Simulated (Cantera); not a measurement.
Cantera run:

```python
import numpy as np
import cantera as ct

gas_names = """
    H HNO HNO2 HNO3 HO2 H2 H2O H2O2 N NH NH2 NH3 NH2OH NO NO2 NO3 N2 N2H2 N2H4 N2O O OH O2 O3 Si SiH
    SiH2 SiH3 SiH4 SiN SiO SiO2 Si2 Si2N Si3
""".split()
cond_names = """
    H2O(s) H2O(L) Si(cr) Si(L) SiO2(Lqz) SiO2(hqz) SiO2(L) Si2N2O(s) Si3N4(a)
""".split()


def load(file, names, dense=False):
    # The tables refer to 1 bar. Condensed volumes are neglected.
    table = {s.name: s for s in ct.Species.list_from_file(file)}
    out = []
    for n in names:
        d = dict(table[n].input_data)
        d["thermo"] = dict(d["thermo"], **{"reference-pressure": 1e5})
        if dense:
            d["equation-of-state"] = {"model": "constant-volume", "density": "1e6 g/cm^3"}
        out.append(ct.Species.from_dict(d))
    return out


gas = ct.Solution(thermo="ideal-gas", species=load("nasa_gas.yaml", gas_names))
cond = {s.name: ct.Solution(thermo="fixed-stoichiometry", species=[s], name=s.name)
        for s in load("nasa_condensed.yaml", cond_names, dense=True)}
atoms = {
    'Si2H6': {'Si': 2, 'H': 6},
    'N2O': {'N': 2, 'O': 1},
}
top_T = {'Si2N2O(s)': 2100, 'Si3N4(a)': 2400}  # K; cautious upper limits of use, not melting points


def equilibrate(T, P, feed):
    n = {}
    for name, mol in feed.items():
        for a, k in atoms[name].items():
            n[a] = n.get(a, 0.0) + k * mol
    gas.TPX = T, P, n
    mass = sum(n.values()) * gas.mean_molecular_weight
    gas.equilibrate("TP")
    valid = [c for c in cond.values() if c.min_temp <= T <= top_T.get(c.name, c.max_temp)]
    mix = ct.Mixture([(gas, mass / gas.mean_molecular_weight)] + [(c, 0.0) for c in valid])
    mix.T, mix.P = T, P
    mix.equilibrate("TP", solver="vcs", rtol=1e-11, max_steps=5000)
    return mix


results = []
feed = {'Si2H6': 1, 'N2O': 18}  # mol
P = 100000  # Pa
for T in [573, 723, 873, 1023, 1173, 1323, 1473, 1623, 1773]:
    mix = equilibrate(T, P, feed)
    results.append((T, P, feed, dict(zip(mix.species_names, mix.species_moles))))

top = {s: max(r[3][s] / sum(r[3][g] for g in gas_names) for r in results) for s in gas_names}
cols = sorted((s for s in top if top[s] > 1e-05), key=lambda s: -top[s])[:6]
seen = [c for c in cond_names if any(r[3].get(c, 0) > 1e-12 for r in results)]
print("log10 of partial pressures in bar; condensed amounts in mol")
print(f"{'T/K':>10s}" + "".join(f"{s[:9]:>10s}" for s in cols + seen))
for T, P, feed, n in results:
    ng = sum(n[g] for g in gas_names)
    print(f"{T:10.4g}" + "".join(f"{np.log10(max(n[s] / ng * P / 1e5, 1e-99)):10.3f}" for s in cols)
          + "".join(f"{n.get(c, 0):10.4g}" for c in seen))
```

Result:

```
log10 of partial pressures in bar; condensed amounts in mol
       T/K        N2        O2       H2O        NO        OH         O SiO2(Lqz) SiO2(hqz)   SiO2(L)
       573    -0.168    -0.683    -0.946    -8.096   -13.220   -19.941         2         0         0
       723    -0.168    -0.683    -0.946    -6.368   -10.161   -15.190         2         0         0
       873    -0.168    -0.683    -0.946    -5.234    -8.148   -12.063         0         2         0
      1023    -0.168    -0.683    -0.946    -4.432    -6.723    -9.848         0         2         0
      1173    -0.168    -0.683    -0.946    -3.835    -5.661    -8.196         0         2         0
      1323    -0.168    -0.683    -0.946    -3.374    -4.840    -6.917         0         2         0
      1473    -0.168    -0.684    -0.946    -3.006    -4.185    -5.896         0         2         0
      1623    -0.169    -0.685    -0.947    -2.707    -3.652    -5.063         0         2         0
      1773    -0.169    -0.687    -0.947    -2.459    -3.209    -4.371         0         0         2
```

These are equilibrium values from Cantera (NASA tables, ideal gas, pure condensed phases), not measurements of a reactor. The feed counts by its element totals alone. The tables hold silica as quartz up to 1696 K and as liquid above; real silica turns to tridymite and cristobalite and melts near 1996 K. Gases not in the tables: Si(OH)4.
